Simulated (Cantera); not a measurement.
Input (Python, Cantera):

```python
import numpy as np
import cantera as ct

gas = ct.Solution("gri30.yaml", transport_model="multicomponent")
show = ['CH4', 'OH', 'CO2']

rows = []
print(f"{'T/K':>7s}{'rho':>11s}{'cp':>10s}{'mu':>11s}{'lambda':>11s}{'Pr':>7s}" + "".join(f"{'D_' + s:>11s}" for s in show))
for T in [400, 550, 700, 850, 1000, 1150, 1300, 1450, 1600]:
    gas.TPX = T, 5100, {'NO': 0.48}
    Pr = gas.cp_mass * gas.viscosity / gas.thermal_conductivity
    D = [gas.mix_diff_coeffs_mole[gas.species_index(s)] for s in show]
    rows.append([gas.density, gas.cp_mass, gas.viscosity, gas.thermal_conductivity, Pr, *D])
    print(f"{T:7g}{gas.density:11.4e}{gas.cp_mass:10.1f}{gas.viscosity:11.4e}"
          f"{gas.thermal_conductivity:11.4e}{Pr:7.3f}" + "".join(f"{d:11.4e}" for d in D))
print("SI units: kg/m3, J/kg/K, Pa s, W/m/K, m2/s")
```

It prints:

```
    T/K        rho        cp         mu     lambda     Pr      D_CH4       D_OH      D_CO2
    400 4.6013e-02     998.6 2.3120e-05 3.2481e-02  0.711 7.3266e-04 1.0269e-03 5.1848e-04
    550 3.3464e-02    1028.1 2.8863e-05 4.1877e-02  0.709 1.2708e-03 1.7653e-03 9.1005e-04
    700 2.6293e-02    1067.4 3.3953e-05 5.1198e-02  0.708 1.9155e-03 2.6485e-03 1.3808e-03
    850 2.1653e-02    1103.5 3.8609e-05 6.0213e-02  0.708 2.6575e-03 3.6644e-03 1.9232e-03
   1000 1.8405e-02    1132.7 4.2948e-05 6.8778e-02  0.707 3.4899e-03 4.8040e-03 2.5322e-03
   1150 1.6005e-02    1153.1 4.7043e-05 7.6724e-02  0.707 4.4077e-03 6.0607e-03 3.2037e-03
   1300 1.4158e-02    1170.7 5.0942e-05 8.4378e-02  0.707 5.4067e-03 7.4289e-03 3.9346e-03
   1450 1.2693e-02    1185.8 5.4678e-05 9.1760e-02  0.707 6.4837e-03 8.9039e-03 4.7223e-03
   1600 1.1503e-02    1198.6 5.8275e-05 9.8884e-02  0.706 7.6356e-03 1.0482e-02 5.5647e-03
SI units: kg/m3, J/kg/K, Pa s, W/m/K, m2/s
```

Model: GRI-Mech 3.0 (53 species, 325 reactions), integrated in Cantera. The composition is frozen, though it would react at the higher temperatures.
